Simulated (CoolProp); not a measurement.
Properties of R404A along the isobar 5310 kPa (Tc = 345.3 K, pc = 3735 kPa, ω = 0.293).

Model: reference Helmholtz-energy equation of state, Lemmon 2003, in CoolProp. It is a pseudo-pure fit of the blend.

| T (K) | phase | density (kg/m³) | Joule-Thomson coefficient (K/MPa) | isothermal compressibility (1/MPa) | viscosity (µPa s) | Prandtl number |
|---|---|---|---|---|---|---|
| 275.8 | liquid | 1167 | -0.1121 | 0.004515 | 188 | 3.23 |
| 303.8 | liquid | 1060 | 0.1511 | 0.008709 | 132 | 2.77 |
| 331.8 | liquid | 914.4 | 0.8578 | 0.02426 | 91.3 | 2.62 |
| 359.9 | supercritical | 594.7 | 5.910 | 0.3496 | 48.2 | 4.12 |
| 387.9 | supercritical | 272.6 | 8.496 | 0.3380 | 24.6 | 1.44 |
| 415.9 | supercritical | 209.3 | 6.544 | 0.2632 | 22.5 | 1.08 |
| 443.9 | supercritical | 177.4 | 5.205 | 0.2348 | 22.2 | 0.972 |
| 472 | supercritical | 156.6 | 4.255 | 0.2197 | 22.5 | 0.925 |
| 500 | supercritical | 141.5 | 3.555 | 0.2104 | 23.1 | 0.903 |

Viscosity comes from a separate model (Geller 2000). Thermal conductivity comes from a separate model (Geller 2001).
